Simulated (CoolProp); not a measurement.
A closed Brayton cycle with nitrogen: compressor inlet 307.15 K and 4.4 MPa, high pressure 12.6 MPa, turbine inlet 730 K, compressor efficiency 0.89, turbine efficiency 0.85, recuperator effectiveness 0.9 (on enthalpy, no pinch check). Each further row changes one setting.

Values from CoolProp's reference Helmholtz-energy equation of state, Span 2000.

```
case                           thermal efficiency (%)  net work (kJ/kg)  compressor to turbine work  compressor exit (K)  turbine exit (K)
-----------------------------  ----------------------  ----------------  --------------------------  -------------------  ----------------
as stated                                        23.2              45.2                        0.74                430.0             574.4
turbine inlet 680 K                              18.6              33.1                        0.80                430.0                 ?
compressor inlet 317.15 K                        21.2              40.7                           ?                    ?             574.4
high pressure 10.7 MPa                           25.2              44.1                           ?                    ?                 ?
recuperator effectiveness 0.5                       ?              45.2                        0.74                430.0             574.4
```

Problem. Complete the blanks.

Solution. 
- turbine inlet 680 K, turbine exit (K): 533.6
- compressor inlet 317.15 K, compressor to turbine work: 0.77
- compressor inlet 317.15 K, compressor exit (K): 443.8
- high pressure 10.7 MPa, compressor to turbine work: 0.71
- high pressure 10.7 MPa, compressor exit (K): 408.4
- high pressure 10.7 MPa, turbine exit (K): 596.1
- recuperator effectiveness 0.5, thermal efficiency (%): 17.6
